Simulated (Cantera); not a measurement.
Input: 1 mol C2H6, 3 mol CO2, 1 mol H2, equilibrated at 602 °C and 11.0 mbar.

These are equilibrium values from Cantera (NASA tables, ideal gas, pure condensed phases), not measurements of a reactor. Candidate condensed phases: C, C6H6, C7H8, C8H18, H2O; 110 gas species. The numbers say what is thermodynamically allowed, not how fast it happens.

Base state: CO 0.472, H2 0.416, CO2 0.0835, H2O 0.0279, CH4 0.000263 (mole fractions); condensed: gas only.

Question: What changes in the equilibrium state with this change: temperature from 602 °C to 777 °C?

Answer: 
```tsv
species	before	after
CO	0.472	0.490
H2	0.416	0.399
CO2	0.0835	0.0657
H2O	0.0279	0.0454
CH4	0.000263	8.61e-7
```

Question: What changes in the equilibrium state with this change: temperature from 602 °C to 1175 °C?

Answer: 
| species | before | after |
|---|---|---|
| CO | 0.472 | 0.515 |
| H2 | 0.416 | 0.374 |
| H2O | 0.0279 | 0.0703 |
| CO2 | 0.0835 | 0.0408 |
| CH4 | 0.000263 | <1e-9 |
| H | <1e-9 | 5.39e-5 |

Question: What changes in the equilibrium state with this change: C2H6 replaced by CO?

Answer: 
```tsv
species	before	after
CO2	0.0835	0.518
CO	0.472	0.282
H2	0.416	0.118
H2O	0.0279	0.0821
CH4	0.000263	1.21e-6
```
